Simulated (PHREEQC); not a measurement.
Synthetic water in mg/L, 44 °C, pH 7.97, pe 2.1:

```json
[
 {"constituent": "Na", "mg/L": "8.28"},
 {"constituent": "K", "mg/L": "0.00534"},
 {"constituent": "Ca", "mg/L": "11.7"},
 {"constituent": "Mg", "mg/L": "3.35"},
 {"constituent": "Cl", "mg/L": "10.7"},
 {"constituent": "S(6) as SO4", "mg/L": "6.15"},
 {"constituent": "Alkalinity as HCO3", "mg/L": "49.5"},
 {"constituent": "Ba", "mg/L": "0.0781"},
 {"constituent": "Si as SiO2", "mg/L": "0.0221"},
 {"constituent": "Fe(2)", "mg/L": "0.653"},
 {"constituent": "Zn", "mg/L": "0.265"}
]
```

Valence states are taken as typed.

Equilibrium calculation in PHREEQC: ion-association model, wateq4f.dat.

This is a speciation only: nothing precipitates in the calculation.

Predict the charge-balance error.

charge-balance error 0.5 %.

In which forms is Zn present?

Zn+2 43 %, ZnCO3 31 %, ZnOH+ 15 %, Zn(OH)2 3.9 %, Zn(CO3)2-2 3.5 %, ZnHCO3+ 3.5 % of the Zn.

Examples of supersaturated solids here: Siderite. Others may be too. At this temperature some constants are extrapolated from 25 °C, and those without enthalpy data are left unchanged. The database's zinc carbonate complexes are estimates, stronger than later reviews accept.
